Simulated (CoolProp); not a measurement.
Vapour-liquid equilibrium of nitrogen (1) + carbon monoxide (2) at 0.704 MPa; x and y are mole fractions of (1).

Values from CoolProp's multi-fluid Helmholtz-energy mixture model, Span 2000 and Lemmon 2006; pair parameters Gernert 2013.

Give the bubble temperature and the first vapour's composition at x = 0.35, 0.8, 0.95. Is there an azeotrope?

x = 0.35: 101.4 K, y = 0.423; x = 0.8: 99.3 K, y = 0.837; x = 0.95: 98.7 K, y = 0.959. No azeotrope shows between x = 0.05 and 0.95.

Pair parameters are fitted to limited data, so mixtures are less certain than the pure fluids.
